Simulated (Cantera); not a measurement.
An isothermal, constant-pressure homogeneous reactor starts with 0.795 % CO, 0.213 % O2, 0.0250 % H2O, 92.5 % N2, 6.47 % H2, equivalence ratio 17, at 1350 K and 0.133 bar.

Model: GRI-Mech 3.0 (53 species, 325 reactions), integrated in Cantera.

x: mole fraction; the columns are a selection and need not sum to one.

| t (s) | x CO | x O2 | x H2O | x NO2 | x O |
|---|---|---|---|---|---|
| 1.00e-5 | 0.00795 | 0.00213 | 0.000250 | <1e-12 | 6.85e-12 |
| 5.01e-5 | 0.00795 | 0.00213 | 0.000250 | <1e-12 | 1.86e-11 |
| 0.000251 | 0.00795 | 0.00213 | 0.000250 | <1e-12 | 7.18e-11 |
| 0.00126 | 0.00795 | 0.00213 | 0.000250 | <1e-12 | 1.11e-9 |
| 0.00632 | 0.00794 | … | … | <1e-12 | … |
| 0.0317 | 0.00775 | 7.26e-9 | 0.00429 | <1e-12 | 2.06e-7 |
| 0.159 | 0.00769 | 1.50e-9 | 0.00423 | <1e-12 | 4.38e-8 |
| 0.798 | 0.00770 | 1.03e-10 | 0.00424 | <1e-12 | … |
| 4.00 | 0.00770 | 4.50e-12 | 0.00424 | <1e-12 | 1.32e-10 |

Question: What belongs in the gaps?

Answer: 
- 0.00632, x O2: 0.00169
- 0.00632, x H2O: 0.00109
- 0.00632, x O: 7.65e-6
- 0.798, x O: 3.02e-9
